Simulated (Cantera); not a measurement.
A closed system holds: 1 mol Si3N4, 0.0031 mol Si, 0.91 mol N2, held at 21.0 Pa.

Method: chemical equilibrium by Gibbs-energy minimisation in Cantera with the NASA 1993 tables (ideal gas, pure condensed phases). Candidate condensed phases: Si, Si3N4; 7 gas species. The tables' values for SiN are old estimates; treat these amounts as uncertain. Equilibrium is a limit: real reactors are often held back by kinetics, nucleation or transport. All values below are at 1400 °C.

Base state: N2 0.998, Si 0.00199, Si2N 3.44e-5, SiN 1.91e-5 (mole fractions); condensed: Si(s).

### Question
What changes in the equilibrium state with this change: Si3N4 replaced by SiC?

### Answer
```tsv
species	before	after
N2	0.998	0.998
Si	0.00199	0.00199
Si2N	3.44e-5	3.44e-5
Si2C	0	1.02e-5
SiN	1.91e-5	1.91e-5
Si(s), mol	3.00	0.00118
SiC(s), mol	0	1.000
```
Mutual solubility and eutectic melting of coexisting phases are not modelled. Further candidate phases: C, SiC.

### Question
What changes in the equilibrium state with this change: 0.2 mol HCl added?

### Answer
```tsv
species	before	after
N2	0.998	0.933
SiCl2	0	0.0250
H2	0	0.0249
HCl	0	0.0131
H	0	0.00124
Cl	0	0.000511
SiCl	0	0.000467
Si(s), mol	3.00	2.92
```
The tables' values for SiCl, SiCl3, SiN are old estimates; treat these amounts as uncertain. Further candidate phases: NH4Cl.
